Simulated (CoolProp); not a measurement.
Vapour-liquid equilibrium of R134a (1) + R1234ze(E) (2) at 0.0207 MPa; x and y are mole fractions of (1).

Values from CoolProp's multi-fluid Helmholtz-energy mixture model, Tillner-Roth 1994 and Thol 2016; pair parameters Bell 2022.

```json
[
 {"x": "0.05", "bubble temperature, mixture model (K)": "222.3", "bubble temperature, Raoult's law (K)": "222.6", "y, mixture model": "0.087", "y, Raoult's law": "0.069"},
 {"x": "0.15", "bubble temperature, mixture model (K)": "221.2", "bubble temperature, Raoult's law (K)": "222.0", "y, mixture model": "0.230", "y, Raoult's law": "0.199"},
 {"x": "0.25", "bubble temperature, mixture model (K)": "220.3", "bubble temperature, Raoult's law (K)": "221.3", "y, mixture model": "0.347", "y, Raoult's law": "0.320"},
 {"x": "0.35", "bubble temperature, mixture model (K)": "219.6", "bubble temperature, Raoult's law (K)": "220.7", "y, mixture model": "0.447", "y, Raoult's law": "0.432"},
 {"x": "0.45", "bubble temperature, mixture model (K)": "219.1", "bubble temperature, Raoult's law (K)": "220.2", "y, mixture model": "0.537", "y, Raoult's law": "0.536"},
 {"x": "0.55", "bubble temperature, mixture model (K)": "218.6", "bubble temperature, Raoult's law (K)": "219.6", "y, mixture model": "0.622", "y, Raoult's law": "0.633"},
 {"x": "0.65", "bubble temperature, mixture model (K)": "218.2", "bubble temperature, Raoult's law (K)": "219.1", "y, mixture model": "0.704", "y, Raoult's law": "0.724"},
 {"x": "0.75", "bubble temperature, mixture model (K)": "217.9", "bubble temperature, Raoult's law (K)": "218.5", "y, mixture model": "0.787", "y, Raoult's law": "0.809"},
 {"x": "0.85", "bubble temperature, mixture model (K)": "217.6", "bubble temperature, Raoult's law (K)": "218.0", "y, mixture model": "0.870", "y, Raoult's law": "0.889"},
 {"x": "0.95", "bubble temperature, mixture model (K)": "217.4", "bubble temperature, Raoult's law (K)": "217.5", "y, mixture model": "0.956", "y, Raoult's law": "0.964"}
]
```

The largest gap from Raoult's law is -1.1 K in bubble temperature, at x = 0.35. No azeotrope shows between x = 0.05 and 0.95.

The pair parameters rest on a limited set of measurements; away from them the model extrapolates.
